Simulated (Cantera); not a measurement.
**Stirred combustor or abatement burner**

A perfectly stirred reactor is fed with 16.1 % CO, 1.26 % H2, 17.4 % O2, 65.2 % N2, equivalence ratio 0.50, at 1730 Torr; it is adiabatic with a 350 K inlet, and is followed from long to short residence time, starting on the burning branch (τ in s: 0.12, 0.061, 0.031, 0.015, 0.0078, 0.0039, 0.002, 0.001, 0.0005, 0.00025, 0.00013, 6.4e-05, 3.2e-05).

Cantera simulation using GRI-Mech 3.0 (53 species, 325 reactions); the numbers are that mechanism's predictions, not measurements. The hydrogen kinetics of GRI-Mech 3.0 are dated; newer H2 mechanisms differ, most at raised pressure.

| τ (s) | T (K) | x CO | x H2 | x O2 | x NO | x H |
|---|---|---|---|---|---|---|
| 0.12 | 1790 | 0.00117 | 1.75e-5 | 0.0956 | 0.000114 | 9.36e-6 |
| 0.061 | 1785 | 0.00181 | 2.66e-5 | 0.0958 | 0.000102 | 1.76e-5 |
| 0.031 | 1776 | 0.00278 | 4.02e-5 | 0.0962 | 8.82e-5 | 3.30e-5 |
| 0.015 | 1762 | 0.00439 | 6.21e-5 | 0.0967 | 7.08e-5 | 6.44e-5 |
| 0.0078 | 1742 | 0.00658 | 9.08e-5 | 0.0974 | 5.50e-5 | 0.000116 |
| 0.0039 | 1712 | 0.0100 | 0.000133 | 0.0987 | 4.05e-5 | 0.000209 |
| 0.0020 | 1670 | 0.0150 | 0.000190 | 0.101 | 2.97e-5 | 0.000356 |
| 0.0010 | 1602 | 0.0233 | 0.000268 | 0.104 | 2.07e-5 | 0.000571 |
| 0.00050 | 1454 | 0.0431 | 0.000415 | 0.113 | 8.91e-6 | 0.000691 |
| 0.00025 | 350 | 0.161 | 0.0126 | 0.174 | <1e-12 | <1e-12 |
| 0.00013 | 350 | 0.161 | 0.0126 | 0.174 | <1e-12 | <1e-12 |
| 6.4e-5 | 350 | 0.161 | 0.0126 | 0.174 | <1e-12 | <1e-12 |
| 3.2e-5 | 350 | 0.161 | 0.0126 | 0.174 | <1e-12 | <1e-12 |
x: mole fraction; the columns are a selection and need not sum to one.
